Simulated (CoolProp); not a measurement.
Model: reference Helmholtz-energy equation of state, Akasaka 2015, in CoolProp.

Task: For R245fa, give the phase and the Joule-Thomson coefficient (K/MPa), viscosity (µPa s) at 208.9 K and 29.3 bar.

Result: 
- 208.9 K and 29.3 bar: liquid; Joule-Thomson coefficient -0.385, viscosity 1530

Viscosity comes from a separate model (Bell 2016), an estimate that may be off by 10 % or more.
